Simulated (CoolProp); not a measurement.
Saturation properties of cyclopentane (Tc = 511.7 K, pc = 4.583 MPa, ω = 0.202).

Values from CoolProp's reference Helmholtz-energy equation of state, Gedanitz 2015.

```tsv
T (K)	p (MPa)	liquid density (kg/m³)	enthalpy of vaporisation (kJ/kg)	vapour Z	surface tension (mN/m)	liquid conductivity (mW/(m K))
407.1	0.8656	616.3	312.6	0.8395	8.11	89.2
418.4	1.074	600.5	299.3	0.8131	6.92	85.8
429.8	1.320	583.7	284.8	0.7836	5.78	82.6
441.2	1.605	565.7	268.9	0.7508	4.69	79.4
452.5	1.930	546.3	251.4	0.7145	3.68	76.5
463.9	2.306	524.7	231.4	0.6732	2.74	73.7
475.3	2.736	500.1	208.2	0.6256	1.88	71.1
486.6	3.221	470.7	180.1	0.5691	1.12	68.9
498	3.782	430.6	141.8	0.4945	0.484	67.9
```

It boils at 322.4 K under 1 atm.

Thermal conductivity comes from a separate model (Vassiliou 2015). Surface tension comes from a separate correlation (Mulero 2014).
